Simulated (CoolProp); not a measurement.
Saturation properties of isohexane.

The numbers come from the reference Helmholtz-energy equation of state, Lemmon 2006 in CoolProp. It is a short technical equation, of lower accuracy than the large ones.

| T (K) | p (MPa) | liquid density (kg/m³) | vapour density (kg/m³) |
|---|---|---|---|
| 354.3 | 0.1886 | 593.8 | 5.963 |
| 366.6 | 0.2617 | 580.7 | 8.163 |
| 378.9 | 0.3546 | ___ | ___ |
| 391.2 | 0.4704 | 552.5 | ___ |
| 403.5 | 0.6125 | 537.1 | 18.93 |
| 415.8 | 0.7846 | ___ | ___ |
| 428.1 | 0.9903 | 502.8 | 31.49 |
| 440.4 | 1.234 | 483.1 | 40.39 |
| 452.7 | 1.520 | ___ | 51.98 |
| 465 | 1.855 | 434.3 | ___ |
| 477.3 | 2.245 | 401.0 | 90.55 |

Task: Fill in the missing entries.

Result: 
- 378.9, liquid density (kg/m³): 566.9
- 378.9, vapour density (kg/m³): 10.96
- 391.2, vapour density (kg/m³): 14.50
- 415.8, liquid density (kg/m³): 520.7
- 415.8, vapour density (kg/m³): 24.49
- 452.7, liquid density (kg/m³): 460.7
- 465, vapour density (kg/m³): 67.66

It boils at 333.4 K under 1 atm.
